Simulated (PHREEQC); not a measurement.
0.21 g of hydrous ferric oxide (600 m²/g; 0.2 weak and 0.005 strong sites per Fe, Dzombak-Morel constants, diffuse double layer) in 1 kg of water with 0.005 mol/kgw of an inert sodium salt and 0.00015 mol/kgw Na2HAsO4, at 25 °C; the pH is set by adding NaOH or the inert anion's acid. Oxygen is held at 0.21 atm. CO2 from the air is kept out. Precipitation was switched off in this run.

The series has 17 steps of pH, from 3 to 11.

Equilibrium calculation in PHREEQC: ion-association model, wateq4f.dat.

Task: Near which pH is half of the As sorbed, and on which side is more sorbed?

Result: Near pH 9.0, with more sorbed at lower pH.

Task: At which pH does the surface charge pass through zero?

Result: Near pH 7.1.

The oxide is taken as insoluble; below pH 4 it would dissolve.
